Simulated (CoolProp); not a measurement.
The numbers come from the reference Helmholtz-energy equation of state, McLinden 2020 in CoolProp.

**Question.** For R1336mzz(Z), give the phase and the cp (kJ/(kg K)), cv (kJ/(kg K)), speed of sound (m/s) at 449 K and 0.205 MPa; 453.6 K and 0.205 MPa; 458.3 K and 0.205 MPa.

**Answer.** 
- 449 K and 0.205 MPa: gas; cp 1.08, cv 1.02, speed of sound 151
- 453.6 K and 0.205 MPa: gas; cp 1.08, cv 1.03, speed of sound 152
- 458.3 K and 0.205 MPa: gas; cp 1.09, cv 1.03, speed of sound 153
